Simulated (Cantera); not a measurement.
A perfectly stirred reactor is fed with C₂H₆ : N₂ = 1 : 4.6 (molar parts), at 0.0207 atm; it is held at 1673 K, and followed from long to short residence time.

Detailed kinetics in Cantera: GRI-Mech 3.0 (53 species, 325 reactions). GRI-Mech 3.0 stops at C3 and has no aromatics, soot or wall deposition, so with more carbon than oxygen in the feed, carbon stays in small species such as C2H2 where larger ones or solid carbon would form. Radical loss at walls, strong at low pressure, is not modelled.

Q: Predict: x(C₂H₆) at τ = 3.60 s; x(HCN) at τ = 3.60 s; x(H) at τ = 3.60 s; x(C₂H) at τ = 3.60 s; x(CH₃) at τ = 3.60 s; x(C₂H₆) at τ = 93.0 ms; x(HCN) at τ = 93.0 ms; x(H) at τ = 93.0 ms; x(C₂H) at τ = 93.0 ms; x(CH₃) at τ = 93.0 ms.

A: 
| Item | Result |
|---|---|
| x(C₂H₆) at τ = 3.60 s | 1.86e-5 |
| x(HCN) at τ = 3.60 s | 3.73e-5 |
| x(H) at τ = 3.60 s | 0.000643 |
| x(C₂H) at τ = 3.60 s | 1.60e-6 |
| x(CH₃) at τ = 3.60 s | 0.000485 |
| x(C₂H₆) at τ = 93.0 ms | 0.000582 |
| x(HCN) at τ = 93.0 ms | 8.26e-6 |
| x(H) at τ = 93.0 ms | 0.000862 |
| x(C₂H) at τ = 93.0 ms | 2.25e-6 |
| x(CH₃) at τ = 93.0 ms | 0.00286 |
